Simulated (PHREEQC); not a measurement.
Model water analysis in mg/L, 51 °C, pH 6.2, pe 8.8: Na 3.66; K 0.549; Ca 4.61; Mg 0.48; Cl 8.26; S(6) as SO4 3.02; Alkalinity as HCO3 4.59; N(5) as NO3 0.183; Pb 0.212; Si as SiO2 0.332.

Valence states are taken as typed.

All values are PHREEQC results (ion-association model, phreeqc.dat), not measurements.

No solid was allowed to form.

Predict the charge-balance error.

charge-balance error 8.7 %.

In which forms is Pb present?

Pb+2 81 %, PbCO3 9.9 %, PbHCO3+ 4.3 %, PbOH+ 2.3 %, PbCl+ 1.2 %, PbSO4 1.1 % of the Pb.

Complexes and solids missing from the database can't appear. Away from 25 °C the constants follow the database's enthalpies or fits; those with neither stay at their 25 °C values.
